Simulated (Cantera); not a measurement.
Charge: 1 mol SiCl4, 15 mol N2, equilibrated at 1423 K and 49.0 mbar.

Cantera equilibrium calculation (NASA polynomials, part measured and part estimated; ideal gas, pure solids and liquids). Candidate condensed phases: Si, Si3N4; 13 gas species. The tables' values for SiCl3 are old estimates; treat these amounts as uncertain. Kinetics and transport are ignored.

Base state: N2 0.937, SiCl4 0.0618, Cl 0.000650, SiCl3 0.000635, SiCl2 2.58e-5, Cl2 1.81e-5 (mole fractions); condensed: gas only.

**Question.** What changes in the equilibrium state with this change: 0.14 mol Cl2 added?

**Answer.** 
```
species    before    after
-------  --------  -------
N2          0.937    0.925
SiCl4      0.0618   0.0616
Cl       0.000650  0.00953
Cl2       1.81e-5  0.00389
SiCl2     2.58e-5  1.20e-7
SiCl3    0.000635  4.31e-5
```

**Question.** What changes in the equilibrium state with this change: 1.9 mol Cl2 added?

**Answer.** 
| species | before | after |
|---|---|---|
| N2 | 0.937 | 0.820 |
| Cl2 | 1.81e-5 | 0.0819 |
| SiCl4 | 0.0618 | 0.0546 |
| Cl | 0.000650 | 0.0438 |
| SiCl2 | 2.58e-5 | 5.03e-9 |
| SiCl3 | 0.000635 | 8.33e-6 |
